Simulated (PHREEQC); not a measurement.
Consider water at 25 °C with 2.1 mmol/kgw H2S and 110 mmol/kgw ZnCl2. Closed to the air; pH follows from the charge balance.

The numbers come from PHREEQC with the ion-association model, phreeqc.dat.

```
Quantity                Value
--------------  -------------
pH                       2.80
ionic strength  0.298 mol/kgw
density           1.011 g/cm³
```

```json
[
 {"species": "Cl-", "molality": "0.203", "activity": "0.139", "log γ": "-0.164"},
 {"species": "Zn+2", "molality": "0.0941", "activity": "0.0244", "log γ": "-0.587"},
 {"species": "ZnCl+", "molality": "0.0133", "activity": "0.00914", "log γ": "-0.162"},
 {"species": "H+", "molality": "0.00201", "activity": "0.00157", "log γ": "-0.106"},
 {"species": "ZnCl2", "molality": "0.00125", "activity": "0.00133", "log γ": "0.030"},
 {"species": "Zn(HS)2", "molality": "0.00100", "activity": "0.00108", "log γ": "0.030"},
 {"species": "ZnCl3-", "molality": "0.000303", "activity": "0.000209", "log γ": "-0.162"},
 {"species": "H2S", "molality": "9.14e-5", "activity": "9.79e-5", "log γ": "0.030"},
 {"species": "ZnCl4-2", "molality": "5.63e-5", "activity": "1.46e-5", "log γ": "-0.587"},
 {"species": "ZnOHCl", "molality": "6.64e-8", "activity": "7.11e-8", "log γ": "0.030"}
]
```

No solid was allowed to form. Saturation is exceeded, for instance for Sphalerite (slow to form); the values hold only as long as no solid forms.
